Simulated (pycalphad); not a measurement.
Computed with pycalphad from the COST 507 light-alloy database (1999), at 1 atm. The database dates from 1999; later assessments differ in places, in temperatures and in the compounds included.

Q: How does the equilibrium phase assembly of Si-72.3Al-1.4Fe (at.%) change on cooling from 1977 °C to 252 °C?

A: 
| T (°C) | phases above | phases below |
|---|---|---|
| 777.5 | LIQUID | DIAMOND_A4 + LIQUID |
| 692.1 | DIAMOND_A4 + LIQUID | ALFESI_DELTA + DIAMOND_A4 + LIQUID |
| 608.3 | ALFESI_DELTA + DIAMOND_A4 + LIQUID | ALFESI_BETA + DIAMOND_A4 + LIQUID |
| 575.8 | ALFESI_BETA + DIAMOND_A4 + LIQUID | ALFESI_BETA + DIAMOND_A4 + FCC_A1 |
Changes were sought between steps of 75 K, so a narrower field can be missed.

Database names, with the compositions (at.%) that they take in these runs: ALFESI_DELTA: Al 55 Si 30 Fe 15; ALFESI_BETA: Al 70 Si 15 Fe 15. FCC_A1 is fcc; DIAMOND_A4 is diamond (Si).
